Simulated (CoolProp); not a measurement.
Saturation properties of n-perfluoropentane (Tc = 147.9 °C, pc = 2063 kPa, ω = 0.436).

The numbers come from the reference Helmholtz-energy equation of state, Gao 2022 in CoolProp.

```tsv
T (°C)	p (kPa)	vapour density (kg/m³)	enthalpy of vaporisation (kJ/kg)
1.45	32.11	4.150	98.41
8.15	43.43	5.514	96.63
14.85	57.75	7.213	94.80
21.45	75.28	9.269	92.94
28.15	97.11	11.81	90.99
34.85	123.6	14.87	88.97
41.55	155.4	18.53	86.87
48.25	193.2	22.89	84.69
```

It boils at 29.3 °C under 1 atm.
